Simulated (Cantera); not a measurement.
An isothermal, constant-pressure homogeneous reactor starts with H₂ : O₂ : N₂ = 1.6 : 1 : 5.8 (molar parts), equivalence ratio 0.80, at 775 K and 59000 Pa. Integrator tolerance rtol = 1e-08.

Detailed kinetics in Cantera: the H2/O2 subset of GRI-Mech 3.0, which has no nitrogen chemistry. Below about 950 K walls govern HO2 and H2O2 in real vessels. The temperature is held fixed by assumption; the heat of reaction is taken as removed at once.

**Question.** What does this change do: temperature 775 to 1250 K?

**Answer.** 
| quantity | before | after |
|---|---|---|
| x(H₂) at 70.0 s | 0.188 (gas-phase equilibrium <1e-12) | 5.87e-8 (gas-phase equilibrium 5.87e-8) |
| x(O₂) at 70.0 s | 0.118 (gas-phase equilibrium 0.0263) | 0.0263 (gas-phase equilibrium 0.0263) |
| x(H) at 70.0 s | 1.24e-9 (gas-phase equilibrium <1e-12) | 1.53e-10 (gas-phase equilibrium 1.53e-10) |
| x(H₂O₂) at 70.0 s | 0.000322 (gas-phase equilibrium 1.82e-12) | 9.66e-10 (gas-phase equilibrium 9.66e-10) |
| x(OH) at 70.0 s | 9.50e-11 (gas-phase equilibrium 3.93e-10) | 5.68e-6 (gas-phase equilibrium 5.68e-6) |
